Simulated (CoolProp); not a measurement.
The fluid at 357.13 K and 0.0846 MPa expands adiabatically to 0.00845 MPa with isentropic efficiency 0.8. The same conditions are run with several fluids, on thermodynamics alone (safety and materials aside).

Values from CoolProp's reference Helmholtz-energy equation of state of each fluid (ethanol: Schroeder 2014; R410A: Lemmon 2003; R407C: Lemmon 2003; ethylene: Smukala 2000; R125: Lemmon 2005). Blends and air are pseudo-pure fits.

```tsv
fluid	work (kJ/kg)	final temperature (K)	final phase	final density (kg/m³)
ethanol	104	299.4	two-phase, vapour fraction 0.975	0.161
R410A	64.5	279.3	gas	0.264
R407C	55.8	291.7	gas	0.301
ethylene	158	255.2	gas	0.112
R125	41.4	307.2	gas	0.397
```
